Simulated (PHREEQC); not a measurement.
0.75 g of hydrous ferric oxide (600 m²/g; 0.2 weak and 0.005 strong sites per Fe, Dzombak-Morel constants, diffuse double layer) in 1 kg of water with 0.01 mol/kgw of an inert sodium salt, at 25 °C; the pH is set by adding NaOH or the inert anion's acid. O2 is buffered at 0.21 atm. No CO2 enters from the air. Nothing may precipitate in this run.

Base run: PHREEQC, ion-association model, wateq4f.dat. Each further column changes one thing. The table gives surface charge σ (C/m²).

| pH | base | background salt from 0.01 to 0.001 mol/kgw | oxide from 0.75 to 3.8 g/kgw | 0.0018 mol/kgw NiCl2 added |
|---|---|---|---|---|
| 3 | 0.326 | 0.265 | 0.333 | 0.337 |
| 4.33 | 0.180 | 0.096 | 0.188 | 0.200 |
| 5 | 0.114 | 0.052 | 0.118 | 0.131 |
| 6.33 | 0.036 | 0.013 | 0.037 | 0.051 |
| 7.67 | 0.006 | 0.002 | 0.006 | 0.041 |
| 9 | -0.013 | -0.004 | -0.013 | 0.039 |
| 9.67 | -0.029 | -0.011 | -0.029 | 0.030 |
| 11 | -0.100 | -0.056 | -0.103 | 0.001 |

The oxide is taken as insoluble; below pH 4 it would dissolve. In at least one series the solution becomes supersaturated in solids that the run did not let form, among them Ni(OH)2.
